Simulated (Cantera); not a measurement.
Input: 1 mol Si₃N₄, a varied amount of H₂, 8.8 mol Cl₂, equilibrated at 1500 K and 0.133 bar.

Method: chemical equilibrium by Gibbs-energy minimisation in Cantera with the NASA 1993 tables (ideal gas, pure condensed phases). Candidate condensed phases: NH₄Cl, Si, Si₃N₄; 28 gas species. The tables' values for SiCl₃ are old estimates; treat these amounts as uncertain. Equilibrium is a limit: real reactors are often held back by kinetics, nucleation or transport.

x: gas mole fraction; n: condensed amount in mol.

```json
[
 {"n(H₂) (mol)": "21", "x H₂": "0.507", "x HCl": "0.370", "x N₂": "0.0492", "x SiCl₂": "0.0323", "x SiCl₄": "0.0229", "x SiCl₃": "0.0153", "n Si₃N₄(s)": "[?]"},
 {"n(H₂) (mol)": "38", "x H₂": "0.663", "x HCl": "0.276", "x N₂": "0.0246", "x SiCl₂": "0.0219", "x SiCl₄": "0.00659", "x SiCl₃": "0.00674", "n Si₃N₄(s)": "[?]"},
 {"n(H₂) (mol)": "54", "x H₂": "0.741", "x HCl": "0.219", "x N₂": "0.0160", "x SiCl₂": "0.0164", "x SiCl₄": "0.00279", "x SiCl₃": "0.00380", "n Si₃N₄(s)": "[?]"},
 {"n(H₂) (mol)": "71", "x H₂": "0.793", "x HCl": "0.179", "x N₂": "0.0114", "x SiCl₂": "0.0128", "x SiCl₄": "0.00135", "x SiCl₃": "0.00234", "n Si₃N₄(s)": "0.540"},
 {"n(H₂) (mol)": "88", "x H₂": "0.827", "x HCl": "0.151", "x N₂": "0.00879", "x SiCl₂": "0.0104", "x SiCl₄": "0.000750", "x SiCl₃": "0.00157", "n Si₃N₄(s)": "0.572"},
 {"n(H₂) (mol)": "100", "x H₂": "0.846", "x HCl": "0.136", "x N₂": "0.00751", "x SiCl₂": "0.00914", "x SiCl₄": "0.000523", "x SiCl₃": "0.00123", "n Si₃N₄(s)": "0.589"},
 {"n(H₂) (mol)": "120", "x H₂": "0.869", "x HCl": "0.116", "x N₂": "0.00601", "x SiCl₂": "0.00758", "x SiCl₄": "0.000309", "x SiCl₃": "0.000859", "n Si₃N₄(s)": "0.611"},
 {"n(H₂) (mol)": "140", "x H₂": "0.886", "x HCl": "0.102", "x N₂": "0.00498", "x SiCl₂": "0.00644", "x SiCl₄": "0.000197", "x SiCl₃": "0.000632", "n Si₃N₄(s)": "0.628"},
 {"n(H₂) (mol)": "150", "x H₂": "0.893", "x HCl": "0.0956", "x N₂": "0.00458", "x SiCl₂": "0.00598", "x SiCl₄": "0.000161", "x SiCl₃": "0.000550", "n Si₃N₄(s)": "0.635"},
 {"n(H₂) (mol)": "170", "x H₂": "0.905", "x HCl": "0.0855", "x N₂": "0.00394", "x SiCl₂": "0.00522", "x SiCl₄": "0.000111", "x SiCl₃": "0.000427", "n Si₃N₄(s)": "0.647"}
]
```

Task: Fill in the missing entries.

Result: 
- 21, n Si₃N₄(s): 0.256
- 38, n Si₃N₄(s): 0.417
- 54, n Si₃N₄(s): 0.492
